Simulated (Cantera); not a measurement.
Input: 1 mol C₂H₅OH, 1.6 mol H₂O, at 10.0 Torr.

Method: chemical equilibrium by Gibbs-energy minimisation in Cantera with the NASA 1993 tables (ideal gas, pure condensed phases). Candidate condensed phases: C, C₆H₆, C₇H₈, C₈H₁₈, H₂O; 131 gas species. Ions and electrons are included (thermal ionisation). Rates play no part. All values below are at 2727 °C.

Base state: H 0.565, CO 0.204, H₂ 0.171, O 0.0298, OH 0.0147, H₂O 0.0133, CO₂ 0.00215, O₂ 0.000922 (mole fractions); condensed: gas only.

**Question.** What changes in the equilibrium state with this change: H₂O from 1.6 to 0.08 mol?

**Answer.** 
```tsv
species	before	after
H	0.565	0.591
H₂	0.171	0.187
CO	0.204	0.174
O	0.0298	7.78e-9
C₃	<1e-9	0.0234
C₂H₂ (acetylene)	<1e-9	0.0116
OH	0.0147	4.01e-9
H₂O	0.0133	3.81e-9
C₂H	<1e-9	0.00632
C	1.16e-9	0.00380
C₂	<1e-9	0.00238
C(graphite), mol	0	0.186
```

**Question.** What changes in the equilibrium state with this change: H₂O from 1.6 to 0.36 mol?

**Answer.** 
```json
[
 {"species": "H", "before": "0.565", "after": "0.583"},
 {"species": "CO", "before": "0.204", "after": "0.197"},
 {"species": "H₂", "before": "0.171", "after": "0.182"},
 {"species": "O", "before": "0.0298", "after": "9.61e-9"},
 {"species": "C₃", "before": "<1e-9", "after": "0.0178"},
 {"species": "OH", "before": "0.0147", "after": "4.89e-9"},
 {"species": "H₂O", "before": "0.0133", "after": "4.59e-9"},
 {"species": "C₂H₂ (acetylene)", "before": "<1e-9", "after": "0.00941"},
 {"species": "C₂H", "before": "<1e-9", "after": "0.00519"},
 {"species": "C", "before": "1.16e-9", "after": "0.00347"}
]
```
